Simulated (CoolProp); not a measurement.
Vapour-liquid equilibrium of propylene (1) + R142b (2) at 10.8 kPa; x and y are mole fractions of (1).

The numbers come from the multi-fluid Helmholtz-energy mixture model, Lemmon 2013 and Lemmon 2006; pair parameters Bell 2016 in CoolProp.

Problem. Give the bubble temperature and the first vapour's composition at x = 0.2, 0.65, 0.8. Is there an azeotrope?

Solution. x = 0.2: 202.6 K, y = 0.747; x = 0.65: 190.4 K, y = 0.951; x = 0.8: 188.4 K, y = 0.973. No azeotrope shows between x = 0.05 and 0.95.

Pair parameters are fitted to limited data, so mixtures are less certain than the pure fluids.
